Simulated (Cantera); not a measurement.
An isothermal, constant-pressure homogeneous reactor starts with C2H6 : N2 = 8.8 : 7.2 (molar parts), at 1300 K and 0.000140 bar.

Cantera simulation using GRI-Mech 3.0 (53 species, 325 reactions); the numbers are that mechanism's predictions, not measurements. GRI-Mech 3.0 stops at C3 and has no aromatics, soot or wall deposition, so with more carbon than oxygen in the feed, carbon stays in small species such as C2H2 where larger ones or solid carbon would form. Radical loss at walls, strong at low pressure, is not modelled.

x: mole fraction; the columns are a selection and need not sum to one.

```csv
t (s),x C2H6,x CH2,x H,x HCN,x C2H,x CH3
2.00e-5,0.550,<1e-12,1.14e-10,<1e-12,<1e-12,1.53e-6
0.000105,0.550,<1e-12,5.47e-10,<1e-12,<1e-12,8.04e-6
0.000550,0.550,2.74e-12,…,<1e-12,<1e-12,…
0.00288,0.550,3.72e-10,1.58e-7,<1e-12,<1e-12,0.000215
0.0151,0.549,3.27e-8,4.56e-6,<1e-12,<1e-12,0.000997
0.0793,0.531,5.51e-7,5.18e-5,2.67e-10,2.55e-11,0.00391
0.416,…,…,…,…,…,…
2.18,0.0120,6.64e-7,0.000172,6.79e-9,2.40e-8,0.00367
11.4,0.000213,2.20e-8,2.79e-5,6.86e-9,5.59e-9,0.000415
60.0,5.09e-6,1.03e-9,6.23e-6,6.62e-9,1.45e-9,8.18e-5
```

**Question.** Some entries are withheld; supply them.

**Answer.** 
- 0.000550, x H: 4.53e-9
- 0.000550, x CH3: 4.20e-5
- 0.416, x C2H6: 0.316
- 0.416, x CH2: 2.49e-6
- 0.416, x H: 0.000157
- 0.416, x HCN: 2.82e-9
- 0.416, x C2H: 3.46e-9
- 0.416, x CH3: 0.0138
